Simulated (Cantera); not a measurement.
What does this Cantera script print?

```python
import numpy as np
import cantera as ct

gas_names = """
    O2 H2O
""".split()
cond_names = """
    Li(L) LiH(L) LiOH(L) Li2O(s)
""".split()


def load(file, names, dense=False):
    # The tables refer to 1 bar. Condensed volumes are neglected.
    table = {s.name: s for s in ct.Species.list_from_file(file)}
    out = []
    for n in names:
        d = dict(table[n].input_data)
        d["thermo"] = dict(d["thermo"], **{"reference-pressure": 1e5})
        if dense:
            d["equation-of-state"] = {"model": "constant-volume", "density": "1e6 g/cm^3"}
        out.append(ct.Species.from_dict(d))
    return out


species = {s.name: s for s in load("nasa_gas.yaml", gas_names) + load("nasa_condensed.yaml", cond_names)}
T = 1375
g = {n: (s.thermo.h(T) - T * s.thermo.s(T)) / (ct.gas_constant * T * np.log(10)) for n, s in species.items()}
valid = cond_names  # the entries whose range holds T


def stable(la, lb):
    # potentials (over RT ln 10) of the two non-metals from log10 p(O2) and log10 p(H2O) in bar
    mu = {}
    mu["O"] = (g["O2"] + la) / 2
    mu["H"] = (g["H2O"] + lb - 1 * mu["O"]) / 2
    cost = {}
    for n in valid:
        c = species[n].composition
        cost[n] = (g[n] - sum(c.get(e, 0) * m for e, m in mu.items())) / c["Li"]
    return min(cost, key=cost.get)


results = []
for lb in [0, -1.2, -2.4, -3.6, -4.9, -6.1, -7.3, -8.5, -9.7, -10.9, -12.1, -13.4, -14.6, -15.8, -17]:
    row = [stable(la, lb) for la in [-32, -30.3, -28.6, -26.9, -25.3, -23.6, -21.9, -20.2, -18.5, -16.8, -15.2, -13.5, -11.8, -10.1, -8.4, -6.7, -5.1, -3.4, -1.7, 0]]
    results.append(row)
    print(f"{lb:6.1f}  " + " ".join(f"{valid.index(n):x}" for n in row))
print("key: " + ", ".join(f"{i:x} {n}" for i, n in enumerate(valid)))
```

It prints:

```
   0.0  1 1 1 1 1 1 3 3 3 3 3 3 3 3 3 3 3 3 3 3
  -1.2  1 1 1 1 1 3 3 3 3 3 3 3 3 3 3 3 3 3 3 3
  -2.4  1 1 1 1 1 3 3 3 3 3 3 3 3 3 3 3 3 3 3 3
  -3.6  1 1 1 1 3 3 3 3 3 3 3 3 3 3 3 3 3 3 3 3
  -4.9  1 1 1 3 3 3 3 3 3 3 3 3 3 3 3 3 3 3 3 3
  -6.1  1 1 3 3 3 3 3 3 3 3 3 3 3 3 3 3 3 3 3 3
  -7.3  1 1 3 3 3 3 3 3 3 3 3 3 3 3 3 3 3 3 3 3
  -8.5  1 3 3 3 3 3 3 3 3 3 3 3 3 3 3 3 3 3 3 3
  -9.7  0 3 3 3 3 3 3 3 3 3 3 3 3 3 3 3 3 3 3 3
 -10.9  0 3 3 3 3 3 3 3 3 3 3 3 3 3 3 3 3 3 3 3
 -12.1  0 3 3 3 3 3 3 3 3 3 3 3 3 3 3 3 3 3 3 3
 -13.4  0 3 3 3 3 3 3 3 3 3 3 3 3 3 3 3 3 3 3 3
 -14.6  0 3 3 3 3 3 3 3 3 3 3 3 3 3 3 3 3 3 3 3
 -15.8  0 3 3 3 3 3 3 3 3 3 3 3 3 3 3 3 3 3 3 3
 -17.0  0 3 3 3 3 3 3 3 3 3 3 3 3 3 3 3 3 3 3 3
key: 0 Li(L), 1 LiH(L), 2 LiOH(L), 3 Li2O(s)
```

Standard-state values (1 bar) from the NASA 1993 polynomials, evaluated with Cantera. Not in the tables: the peroxide. Part of the grid cannot be reached: there another gas would pass 10 bar, or a non-metal would condense.
